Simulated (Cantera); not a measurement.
A closed system holds: 1 mol Fe2O3, 4.2 mol H2S, 4 mol N2, 4.4 mol SO3, equilibrated at 1223 K and 1.00 bar.

Equilibrium computed with Cantera from the NASA thermochemical tables; the gas is ideal and each condensed phase is pure. Candidate condensed phases: Fe, FeO, Fe(OH)2, Fe(OH)3, FeS, FeSO4, FeS2, Fe2O3, Fe2(SO4)3, Fe3O4, H2O, H2SO4, S; 38 gas species. Mutual solubility and eutectic melting of coexisting phases are not modelled. FeS: taken at fixed stoichiometry. Gases not in the tables: S3 to S7. Rates play no part.

Base state: SO2 0.404, H2O 0.279, N2 0.275, S2 0.0284, H2S 0.00756, H2 0.00239, S2O 0.00236, SO 0.000247 (mole fractions); condensed: FeS(s) + Fe3O4(s).

### Question
What changes in the equilibrium state with this change: pressure from 1.00 bar to 0.133 bar?

### Answer
```csv
species,before,after
SO2,0.404,0.393
H2O,0.279,0.278
N2,0.275,0.275
S2,0.0284,0.0415
H2,0.00239,0.00438
SO,0.000247,0.000444
SH,3.46e-5,5.67e-5
S2O,0.00236,0.00187
H2S,0.00756,0.00613
"FeS(s), mol",1.72,1.51
"Fe3O4(s), mol",0.0920,0.164
```
